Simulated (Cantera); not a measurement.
Moist CO burnout

A perfectly stirred reactor is fed with 0.488 % CO, 0.641 % O2, 3.25 % H2O, 95.6 % N2, at 10.0 bar; it is held at 1300 K, and followed from long to short residence time.

Detailed kinetics in Cantera: GRI-Mech 3.0 (53 species, 325 reactions).

```csv
τ (s),x CO,x O2,x H2O,x H2,x H,x HO2
11,6.50e-6,0.00398,0.0326,3.98e-7,2.27e-9,4.20e-8
2.3,2.50e-5,0.00399,0.0326,1.40e-6,9.82e-9,1.55e-7
0.49,9.60e-5,0.00403,0.0326,4.99e-6,4.17e-8,5.57e-7
0.10,0.000342,0.00415,0.0326,1.60e-5,1.70e-7,1.70e-6
0.022,0.000943,0.00446,0.0325,3.79e-5,5.61e-7,3.73e-6
0.0047,0.00213,0.00507,0.0325,6.85e-5,1.47e-6,6.53e-6
0.0010,0.00366,0.00583,0.0324,8.02e-5,2.46e-6,8.88e-6
0.00021,0.00462,0.00629,0.0325,3.83e-5,2.05e-6,8.54e-6
```
x: mole fraction; the columns are a selection and need not sum to one.
